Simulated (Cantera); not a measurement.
Cantera run, input and output.

```python
import numpy as np
import cantera as ct

surf = ct.Interface("diamond.yaml", "diamond_100")
gas, bulk = surf.adjacent["gas"], surf.adjacent["diamond"]
k = surf.kinetics_species_index(bulk.species_names[0])
cover = ["c6HH", "c6H*", "c6*H", "c6**", "c6HM", "c6B"]

rows, drift = [], 0.0
print(f"{'xH':>10s}{'um/h':>11s}" + "".join(f"{s:>11s}" for s in cover))
for v in [0.0001, 0.0002, 0.00041, 0.00082, 0.0017, 0.0034, 0.0068, 0.014, 0.028]:
    T, P, xH, xCH3 = 1248, 2100, v, 0.00013
    gas.TPX = T, P, {"H": xH, "CH3": xCH3, "CH4": 0.011, "H2": 1 - xH - xCH3 - 0.011}
    surf.TP = bulk.TP = T, P
    surf.coverages = "c6H*:0.1, c6HH:0.9"
    surf.advance_coverages(100.0)
    before = surf.coverages
    surf.advance_coverages(100.0)
    drift = max(drift, np.max(np.abs(surf.coverages - before) / (surf.coverages + 1e-9)))
    rate = surf.net_production_rates[k] * bulk.mean_molecular_weight / bulk.density * 3.6e9
    rows.append([rate, *surf[cover].coverages])
    print(f"{v:10.4g}{rate:11.4e}" + "".join(f"{x:11.3e}" for x in rows[-1][1:]))
```

Result:

```
        xH       um/h       c6HH       c6H*       c6*H       c6**       c6HM        c6B
    0.0001 1.9261e-02  6.356e-01  2.822e-02  3.301e-01  4.590e-03  1.595e-04  5.227e-11
    0.0002 5.3125e-02  5.497e-01  3.457e-02  4.043e-01  9.425e-03  2.099e-04  1.442e-10
   0.00041 1.1382e-01  4.871e-01  3.894e-02  4.555e-01  1.638e-02  2.615e-04  3.089e-10
   0.00082 1.9010e-01  4.500e-01  4.132e-02  4.833e-01  2.354e-02  3.052e-04  5.158e-10
    0.0017 2.8041e-01  4.281e-01  4.259e-02  4.981e-01  2.978e-02  3.377e-04  7.609e-10
    0.0034 3.8363e-01  4.170e-01  4.318e-02  5.049e-01  3.378e-02  3.520e-04  1.041e-09
    0.0068 5.3183e-01  4.113e-01  4.348e-02  5.082e-01  3.617e-02  3.494e-04  1.443e-09
     0.014 7.8008e-01  4.083e-01  4.366e-02  5.099e-01  3.752e-02  3.270e-04  2.117e-09
     0.028 1.1495e+00  4.068e-01  4.379e-02  5.106e-01  3.821e-02  2.847e-04  3.119e-09
```

Model: the Harris–Goodwin 1993 mechanism for the reconstructed diamond (100) surface, integrated in Cantera.
